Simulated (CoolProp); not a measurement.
Methanol along the isobar 682 kPa: density (kg/m³) from the reference equation and from simpler models built on Tc = 513.4 K, pc = 8216 kPa, ω = 0.565; each cubic takes its own stable root.

Computed with CoolProp (reference Helmholtz-energy equation of state, de Reuck 1993).

```
T (K)   phase  reference  van der Waals  Redlich-Kwong
-----  ------  ---------  -------------  -------------
347.3  liquid      739.3          8.095          523.0
355.1  liquid      731.2          7.889          514.9
363    liquid      722.8          7.691          7.866
370.9  liquid      714.0          7.503          7.658
378.7  liquid      705.1          7.328          7.464
386.6  liquid      695.6          7.159          7.280
394.5  liquid      685.6          6.998          7.105
402.3     gas      7.347          6.846          6.942
410.2     gas      7.061          6.699          6.785
```

At some of these states van der Waals, Redlich-Kwong gives the other phase, because its saturation line lies elsewhere.
